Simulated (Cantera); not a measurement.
Feed: 1 mol Pb, 0.18 mol O₂, 26 mol H₂, 7.4 mol H₂O, equilibrated at 1.00 Torr.

These are equilibrium values from Cantera (NASA tables, ideal gas, pure condensed phases), not measurements of a reactor. Candidate condensed phases: H₂O, Pb, PbO, PbO₂, Pb₃O₄; 12 gas species. The numbers say what is thermodynamically allowed, not how fast it happens.

Task: What share of the Pb ends up in condensed phases as a function of T (K), at 825, 850, 875, 900, 925, 950, 975, 1000, 1025, 1050, 1075, 1100, 1125, 1150?

Result: 
| T (K) | Pb condensed (%) | as |
|---|---|---|
| 825 | 99.6 | Pb(l) |
| 850 | 99.2 | Pb(l) |
| 875 | 98.3 | Pb(l) |
| 900 | 96.6 | Pb(l) |
| 925 | 93.3 | Pb(l) |
| 950 | 87.3 | Pb(l) |
| 975 | 76.9 | Pb(l) |
| 1000 | 58.9 | Pb(l) |
| 1025 | 28.8 | Pb(l) |
| 1050 | 0.0 | - |
| 1075 | 0.0 | - |
| 1100 | 0.0 | - |
| 1125 | 0.0 | - |
| 1150 | 0.0 | - |
